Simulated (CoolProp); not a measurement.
Vapour-liquid equilibrium of isobutane (1) + R245fa (2) at 299 K; x and y are mole fractions of (1).

Model: multi-fluid Helmholtz-energy mixture model, Bücker 2006 and Akasaka 2015; pair parameters Bell 2016, in CoolProp.

Question: Give the bubble pressure and the first vapour's composition at x = 0.05, 0.35, 0.8. Is there an azeotrope?

Answer: x = 0.05: 220.1 kPa, y = 0.320; x = 0.35: 373.4 kPa, y = 0.654; x = 0.8: 399.4 kPa, y = 0.776. y crosses x between x = 0.65 and 0.8: the model has an azeotrope there.

The pair parameters rest on a limited set of measurements; away from them the model extrapolates. With so large a gap from Raoult's law the liquid may split in two, which this calculation doesn't test in full.
